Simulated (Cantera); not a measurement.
Feed: 1 mol MgO, 3.4 mol CH4, 0.029 mol CO, at 0.00240 bar.

Equilibrium computed with Cantera from the NASA thermochemical tables; the gas is ideal and each condensed phase is pure. Candidate condensed phases: C, C6H6, C7H8, C8H18, H2O, Mg, MgCO3, MgO, Mg(OH)2; 116 gas species. The tables' values for MgH are old estimates; treat these amounts as uncertain. Rates play no part. All values below are at 1900 K.

Base state: H2 0.757, CO 0.116, Mg 0.112, H 0.0141, C2H2 (acetylene) 0.000289, MgH 6.98e-5 (mole fractions); condensed: C(graphite).

**Question.** What changes in the equilibrium state with this change: MgO replaced by Ta2O5?

**Answer.** 
```
species             before    after
----------------  --------  -------
H2                   0.757    0.653
CO                   0.116    0.333
H                   0.0141   0.0131
Mg                   0.112        0
TaO2                     0  6.99e-5
C2H2 (acetylene)  0.000289    <1e-9
MgH                6.98e-5        0
CO2                1.36e-9  9.13e-5
C(graphite), mol      2.39        0
Ta(s), mol               0     1.36
Ta2O5(s), mol            0    0.318
```
Mutual solubility and eutectic melting of coexisting phases are not modelled. Condensed phases not in the tables: Ta2C, N, O or C dissolved in the metal. Further candidate phases: Ta, TaC, Ta2O5.
